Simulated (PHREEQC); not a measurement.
A solution holds 0.016 mol Pb(NO3)2, 0.021 mol Na2SO4 and 0.0048 mol NaNO3 per kg of water, at 20 °C. Closed to the air; pH follows from the charge balance.

The numbers come from PHREEQC with the ion-association model, phreeqc.dat.

No solid was allowed to form.

Task: What pH, specific conductance does the model give?

Result: pH 5.13; specific conductance 5480 µS/cm.

Task: In which forms is S present?

Result: SO4-2 56 %, PbSO4 34 %, NaSO4- 5.0 %, Pb(SO4)2-2 4.4 % of the S.

The solution is supersaturated, for example in Anglesite, so a real one may precipitate; this is no full list. Species that the database lacks are ignored.
